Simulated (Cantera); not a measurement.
A closed system holds: 1 mol NaOH, 1.5 mol H₂O, 1.7 mol C, equilibrated at 0.230 bar.

Cantera equilibrium calculation (NASA polynomials, part measured and part estimated; ideal gas, pure solids and liquids). Candidate condensed phases: C, C₆H₆, C₇H₈, C₈H₁₈, H₂O, Na, NaOH, NaO₂, Na₂CO₃, Na₂O, Na₂O₂; 117 gas species. Rates play no part.

Problem. Which condensed phases are stable at each of these points (T (K)): 1100, 1175, 1250, 1325, 1400, 1475, 1550?

Solution. 
```json
[
 {"T (K)": "1100", "condensed phases": "C(graphite) + Na₂CO₃(s)", "Na condensed (%)": "99.4"},
 {"T (K)": "1175", "condensed phases": "C(graphite) + Na₂CO₃(l)", "Na condensed (%)": "84.5"},
 {"T (K)": "1250", "condensed phases": "Na₂CO₃(l)", "Na condensed (%)": "75.6"},
 {"T (K)": "1325", "condensed phases": "Na₂CO₃(l)", "Na condensed (%)": "62.6"},
 {"T (K)": "1400", "condensed phases": "Na₂CO₃(l)", "Na condensed (%)": "30.4"},
 {"T (K)": "1475", "condensed phases": "gas only", "Na condensed (%)": "0.0"},
 {"T (K)": "1550", "condensed phases": "gas only", "Na condensed (%)": "0.0"}
]
```

At 1100 K the condensed part is C(graphite) + Na₂CO₃(s). At 1175 K the condensed part is C(graphite) + Na₂CO₃(l). From 1250 K to 1400 K the condensed part is Na₂CO₃(l). From 1475 K to 1550 K nothing is condensed.
